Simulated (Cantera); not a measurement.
A freely propagating, adiabatic, planar premixed flame of 15.5 % H2, 15.5 % O2, 64.9 % N2, 4.17 % H2O, unburnt at 425 K and 105 Torr; mixture-averaged transport, grid criteria slope 0.08 and curve 0.16, no radiation.

Model: the H2/O2 subset of GRI-Mech 3.0, which has no nitrogen chemistry, integrated in Cantera. Burning velocities carry a grid error of a few per cent, more on coarse grids. Lean hydrogen flames are cellular in practice and burn faster than this planar one.

Question: Predict: laminar burning velocity; thermal thickness; peak x(OH); peak x(H); peak x(HO2); peak x(H2O2).

Answer: 
| Item | Result |
|---|---|
| laminar burning velocity | 113 cm/s |
| thermal thickness | 4.61 mm |
| peak x(OH) | 0.00469 |
| peak x(H) | 0.0128 |
| peak x(HO2) | 0.000104 |
| peak x(H2O2) | 1.75e-5 |
